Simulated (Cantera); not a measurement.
# Equilibrium for aluminium and copper etching: Al + Cl2 + N2

A closed system holds: 1 mol Al, 4.3 mol Cl2, 0.17 mol N2, held at 0.133 bar.

Equilibrium computed with Cantera from the NASA thermochemical tables; the gas is ideal and each condensed phase is pure. Candidate condensed phases: Al, AlCl3, AlN; 11 gas species. Equilibrium is a limit: real reactors are often held back by kinetics, nucleation or transport.

```csv
T (K),x Cl2,x AlCl3,x Al2Cl6,x Cl,x N2,x AlCl2
450,0.807,0.000458,0.144,1.35e-11,0.0490,<1e-12
525,0.805,0.00481,0.141,1.44e-9,0.0489,<1e-12
600,0.796,0.0265,0.129,4.78e-8,0.0483,<1e-12
675,0.772,0.0872,0.0942,7.26e-7,0.0469,<1e-12
750,0.737,0.174,0.0445,6.38e-6,0.0447,<1e-12
825,0.715,0.228,0.0135,3.80e-5,0.0434,<1e-12
900,0.708,0.245,0.00376,0.000170,0.0430,<1e-12
975,0.706,0.250,0.00118,0.000609,0.0429,1.03e-12
1050,0.704,0.251,0.000433,0.00182,0.0428,1.46e-11
1125,0.701,0.251,0.000182,0.00471,0.0427,1.45e-10
1200,0.696,0.250,8.54e-5,0.0108,0.0426,1.08e-9
1275,0.686,0.249,4.39e-5,0.0224,0.0423,6.31e-9
1350,0.669,0.246,2.42e-5,0.0427,0.0419,3.03e-8
1425,0.641,0.242,1.40e-5,0.0753,0.0412,1.23e-7
```
x: gas mole fraction; nothing condenses.

From 450 K to 1425 K nothing is condensed. The main Al-bearing gas is Al2Cl6 at 450 K and AlCl3 at 1425 K.
